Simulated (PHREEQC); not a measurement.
1 kg of water holding 0.012 mol/kgw Na2CO3, 0.31 mol/kgw NaCl, 0.0044 mol/kgw NaOH and 0.044 mol/kgw Na2SO4 is evaporated at 25 °C; the solids stay in contact with the brine. The system is closed to CO2. Solids allowed: Burkeite, Halite, Mirabilite, Nahcolite, Natron, Thenardite, Trona. Others were left out.

The series has 28 steps of water left (kg), from 1 to 0.005016.

The numbers come from PHREEQC with the Pitzer model, pitzer.dat.

Problem. Which solids form, in which order, and at which step of the series does each first stand?

Solution. Halite from water left = 0.05276 kg (pH 12.63); Thenardite from water left = 0.05276 kg (pH 12.63); Burkeite from water left = 0.01979 kg (pH 13.12).
